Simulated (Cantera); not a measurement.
A perfectly stirred reactor is fed with H2 : O2 : N2 = 1.1 : 1 : 8.6 (molar parts), equivalence ratio 0.55, at 0.178 atm; it is held at 975 K, and followed from long to short residence time.

Detailed kinetics in Cantera: GRI-Mech 3.0 (53 species, 325 reactions). The temperature is held fixed by assumption; the heat of reaction is taken as removed at once.

Problem. Predict: x(H2) at τ = 6.60 s; x(O2) at τ = 6.60 s; x(H2O2) at τ = 6.60 s; x(H2O) at τ = 6.60 s; x(H2) at τ = 32.0 ms; x(O2) at τ = 32.0 ms; x(H2O2) at τ = 32.0 ms; x(H2O) at τ = 32.0 ms.

Solution. 
```
Property                   Value
----------------------  --------
x(H2) at τ = 6.60 s     0.000277
x(O2) at τ = 6.60 s       0.0445
x(H2O2) at τ = 6.60 s    4.34e-7
x(H2O) at τ = 6.60 s       0.108
x(H2) at τ = 32.0 ms     0.00542
x(O2) at τ = 32.0 ms      0.0468
x(H2O2) at τ = 32.0 ms   7.17e-7
x(H2O) at τ = 32.0 ms      0.102
```
